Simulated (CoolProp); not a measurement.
Vapour pressure (MPa) of R115: the reference equation beside estimates from Tc = 80.0 °C, pc = 3.129 MPa, ω = 0.248. Clausius-Clapeyron is anchored at -78.15 °C with a constant enthalpy of vaporisation of 21.46 kJ/mol.

The numbers come from the reference Helmholtz-energy equation of state, Lemmon 2016 in CoolProp.

| T (°C) | reference | Lee-Kesler | Clausius-Clapeyron | van der Waals | Redlich-Kwong | Soave-Redlich-Kwong |
|---|---|---|---|---|---|---|
| -88.35 | 0.005578 | 0.005347 | 0.005657 | 0.1177 | 0.01302 | 0.005466 |
| -83.25 | ? | 0.007878 | 0.008231 | 0.1402 | 0.01838 | 0.008033 |
| -78.15 | 0.01174 | 0.01134 | 0.01174 | 0.1655 | 0.02535 | ? |
| -73.05 | ? | 0.01598 | ? | 0.1939 | 0.03426 | 0.01620 |
| -67.95 | 0.02267 | 0.02208 | 0.02267 | 0.2255 | 0.04544 | 0.02233 |
| -62.95 | 0.03046 | 0.02977 | 0.03058 | ? | 0.05896 | 0.03004 |
| -57.85 | 0.04048 | 0.03973 | 0.04090 | 0.2981 | 0.07573 | 0.04000 |
| -52.75 | 0.05299 | 0.05219 | 0.05397 | 0.3402 | 0.09589 | 0.05244 |
| -47.65 | 0.06837 | 0.06759 | 0.07034 | 0.3861 | 0.1198 | 0.06779 |

**Question.** Complete the blanks.

**Answer.** 
- -83.25, reference: 0.008190
- -78.15, Soave-Redlich-Kwong: 0.01153
- -73.05, reference: 0.01648
- -73.05, Clausius-Clapeyron: 0.01645
- -62.95, van der Waals: 0.2597

Absolute difference from the reference over all 9 rows, mean and median: Lee-Kesler 2.6 and 2.6 %, Clausius-Clapeyron 0.9 and 0.5 %, van der Waals 1033.2 and 894.7 %, Redlich-Kwong 102.1 and 100.4 %, Soave-Redlich-Kwong 1.5 and 1.5 %.
